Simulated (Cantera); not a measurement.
An isothermal plug-flow reactor at 1225 K and 533 Torr (inlet), inlet velocity 0.056 m/s, active area per volume 240 1/m; feed 0.760 % CH₄, 2.72 % O₂, 89.6 % N₂, 6.92 % H₂O, equivalence ratio 0.56.

Computed with Cantera and Deutschmann's 1995 Pt surface mechanism with GRI-Mech 3.0 gas chemistry. Catalytic surfaces can have several steady states; this one follows from the mechanism file's or the stated starting coverage. Mass transfer to the wall is taken as infinitely fast.

One state of this run: x CH₄ = 6.04e-5; x O₂ = 0.0127; x H₂O = 0.0839; x CO₂ = 0.00714; x CO = 5.65e-7; θ free Pt = 0.616; θ O* = 0.381; θ OH* = 0.00278. x: gas mole fraction; θ: surface coverage.

Q: Which value of z (m) does it belong to?
A. 0.0048
B. 4.8e-05
C. 0.00022
D. 0.001

A: D, 0.001
